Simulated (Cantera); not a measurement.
A closed system holds: 1 mol B₂O₃, 2 mol BCl₃, 44 mol N₂, at 6.00 mbar.

Method: chemical equilibrium by Gibbs-energy minimisation in Cantera with the NASA 1993 tables (ideal gas, pure condensed phases). Candidate condensed phases: B, BN, B₂O₃; 25 gas species. N₂ is the only nitrogen source here; it is nearly inert below about 1500 K, so the nitride shown seldom forms there in practice. Mutual solubility and eutectic melting of coexisting phases are not modelled. Kinetics and transport are ignored.

Question: What share of the B ends up in condensed phases as a function of T (K), at 775, 850, 925, 1000, 1075, 1150, 1225, 1300?

Answer: 
```tsv
T (K)	B condensed (%)	as
775	39.8	B₂O₃(l)
850	37.2	B₂O₃(l)
925	34.8	B₂O₃(l)
1000	32.7	B₂O₃(l)
1075	30.8	B₂O₃(l)
1150	29.1	B₂O₃(l)
1225	27.5	BN(s) + B₂O₃(l)
1300	25.5	BN(s) + B₂O₃(l)
```
